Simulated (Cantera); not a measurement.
## Hydrocarbon pyrolysis for carbon deposition

An isothermal, constant-pressure homogeneous reactor starts with C2H6 : N2 = 1 : 6.6 (molar parts), at 1523 K and 1.00 bar.

Model: GRI-Mech 3.0 (53 species, 325 reactions), integrated in Cantera. GRI-Mech 3.0 stops at C3 and has no aromatics, soot or wall deposition, so with more carbon than oxygen in the feed, carbon stays in small species such as C2H2 where larger ones or solid carbon would form.

```tsv
t (s)	x C2H6	x H2	x CH2	x C2H4	x CH3	x CH4
0.000100	0.0696	0.0419	1.14e-6	0.0423	0.00179	0.0143
0.000339	0.0126	0.0917	4.02e-7	0.0674	0.000741	0.0326
0.00115	0.000544	0.122	2.45e-8	0.0482	0.000148	0.0363
0.00389	4.19e-5	0.137	2.57e-9	0.0305	4.65e-5	0.0360
0.0132	1.99e-5	0.152	1.62e-9	0.0128	3.69e-5	0.0354
0.0447	1.37e-5	0.161	1.40e-9	0.00359	3.40e-5	0.0346
0.152	1.23e-5	0.163	1.34e-9	0.00332	3.24e-5	0.0327
0.514	9.73e-6	0.170	1.19e-9	0.00348	2.82e-5	0.0278
1.74	6.44e-6	0.179	9.48e-10	0.00376	2.12e-5	0.0200
5.90	5.26e-6	0.184	8.22e-10	0.00390	1.78e-5	0.0162
20.0	5.23e-6	0.184	8.18e-10	0.00391	1.77e-5	0.0161
```
x: mole fraction; the columns are a selection and need not sum to one.

Equilibrium at this temperature and pressure: C2H6 3.03e-6, H2 0.190, CH2 6.13e-10, C2H4 0.00219, CH3 1.35e-5, CH4 0.0125 (gas phase only).
